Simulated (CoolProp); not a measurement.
Properties of sulfur dioxide along the isobar 15.8 MPa (Tc = 430.6 K, pc = 7.887 MPa, ω = 0.256).

Values from CoolProp's reference Helmholtz-energy equation of state, Gao 2016.

```
T (K)          phase  density (kg/m³)  cp (kJ/(kg K))  isothermal compressibility (1/MPa)  expansivity (1/kK)
-----  -------------  ---------------  --------------  ----------------------------------  ------------------
306.7         liquid             1376           1.357                            0.001423               1.882
321.2         liquid             1338           1.371                            0.001681               2.005
335.8         liquid             1298           1.391                            0.002016               2.159
350.4         liquid             1256           1.416                            0.002462               2.354
364.9         liquid             1211           1.449                                   ?               2.601
379.5         liquid             1164           1.492                            0.003930               2.925
394           liquid             1112           1.549                            0.005195               3.357
408.6         liquid             1054           1.628                            0.007183               3.962
423.1         liquid            989.7           1.740                             0.01048               4.841
437.7  supercritical            913.6           1.910                             0.01656               6.225
452.2  supercritical            822.2           2.180                             0.02890               8.521
466.8  supercritical            708.2           2.557                             0.05496               12.08
481.3  supercritical            582.5           2.674                             0.08875               14.18
495.9  supercritical                ?           2.303                              0.1015               12.22
510.4  supercritical            409.4           1.897                             0.09815               9.490
525    supercritical            362.0               ?                             0.09202               7.484
```

Problem. Fill in the missing entries.

Solution. 
- 364.9, isothermal compressibility (1/MPa): 0.003067
- 495.9, density (kg/m³): 478.9
- 525, cp (kJ/(kg K)): 1.614

The peak of cp marks the crossing from liquid-like to gas-like fluid above the critical point.
